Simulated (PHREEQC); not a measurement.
Solution (25 °C): 0.042 mol/kgw K2CO3, 0.00021 mol/kgw Fe(NO3)3 and 0.0039 mol/kgw CO2. Closed to the air; pH follows from the charge balance.

Equilibrium calculation in PHREEQC: ion-association model, wateq4f.dat.

| quantity | before | after |
|---|---|---|
| pH | 10.60 | 11.15 |
| ionic strength (mol/kgw) | 0.121 | 0.123 |
| CO3-2 (mol/kgw) | 0.0367 | 0.0393 |
| HCO3- (mol/kgw) | 0.00917 | 0.00275 |
| Fe(OH)3 (mol/kgw) | 4.27e-6 | 1.22e-6 |
| CO2 (mol/kgw) | 3.90e-7 | 3.28e-8 |
| SI of Goethite (FeOOH) | +8.20 | +7.66 |
| SI of Hematite (Fe2O3) | +18.42 | +17.33 |

Which change was made?
A) diluted 100-fold with water
B) CO2 from 0.0039 to 0.00585 mol/kgw
C) CO2 left out
D) K2CO3 from 0.042 to 0.0378 mol/kgw
E) temperature from 25 to 10 °C

C, CO2 left out

This is a speciation only: nothing precipitates in the calculation. Some of these states are supersaturated (in Fe(OH)3(a), Hematite (slow to form), for instance).
